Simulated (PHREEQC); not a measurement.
A solution holds 0.00061 mol Na2SeO4 per kg of water, at 25 °C. It is in equilibrium with CO2 at log p = -1 (atm). Otherwise closed; pH follows from the charge balance.

Computed with PHREEQC (ion-association model, wateq4f.dat).

The pH comes out as 4.41. The ionic strength is 0.00187 mol/kgw.

```json
[
 {"species": "CO2", "molality": "0.00340", "activity": "0.00341", "log γ": "0.000"},
 {"species": "Na+", "molality": "0.00122", "activity": "0.00116", "log γ": "-0.021"},
 {"species": "SeO4-2", "molality": "0.000609", "activity": "0.000503", "log γ": "-0.083"},
 {"species": "HCO3-", "molality": "4.12e-5", "activity": "3.93e-5", "log γ": "-0.020"},
 {"species": "H+", "molality": "4.03e-5", "activity": "3.85e-5", "log γ": "-0.020"},
 {"species": "HSeO4-", "molality": "9.29e-7", "activity": "8.85e-7", "log γ": "-0.021"},
 {"species": "NaHCO3", "molality": "2.57e-8", "activity": "2.57e-8", "log γ": "0.000"}
]
```

No solid was allowed to form. Complexes and solids missing from the database can't appear.
